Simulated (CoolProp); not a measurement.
Vapour-liquid equilibrium of propylene (1) + R152A (2) at 270.2 K; x and y are mole fractions of (1).

Values from CoolProp's multi-fluid Helmholtz-energy mixture model, Lemmon 2013 and Outcalt 1996; pair parameters Bell 2016.

| x | bubble pressure, mixture model (MPa) | bubble pressure, Raoult's law (MPa) | y, mixture model | y, Raoult's law |
|---|---|---|---|---|
| 0.05 | 0.2791 | 0.2520 | 0.180 | 0.106 |
| 0.15 | 0.3493 | 0.2817 | 0.394 | 0.284 |
| 0.25 | 0.4033 | 0.3114 | 0.517 | 0.429 |
| 0.35 | 0.4440 | 0.3412 | 0.598 | 0.548 |
| 0.45 | 0.4746 | 0.3709 | 0.658 | 0.648 |
| 0.55 | 0.4980 | 0.4006 | 0.707 | 0.734 |
| 0.65 | 0.5160 | 0.4303 | 0.754 | 0.807 |
| 0.75 | 0.5295 | 0.4600 | 0.804 | 0.871 |
| 0.85 | 0.5380 | 0.4897 | 0.865 | 0.927 |
| 0.95 | 0.5387 | 0.5195 | 0.946 | 0.977 |

The largest gap from Raoult's law is +30.1 % in bubble pressure, at x = 0.35. y crosses x between x = 0.85 and 0.95: the model has an azeotrope there.

The pair parameters rest on a limited set of measurements; away from them the model extrapolates.
